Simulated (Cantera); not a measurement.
Charge: 1 mol CH3F, 0.38 mol H2, equilibrated at 13300 Pa.

These are equilibrium values from Cantera (NASA tables, ideal gas, pure condensed phases), not measurements of a reactor. Candidate condensed phases: C, C6H6, C7H8, C8H18; 95 gas species. The numbers say what is thermodynamically allowed, not how fast it happens.

Question: At 3473 K, list the 4 most abundant gas species with their mole fractions, and the condensed phases.

Answer: H 0.508, HF 0.254, H2 0.112, C3 0.0579. Condensed: gas only.
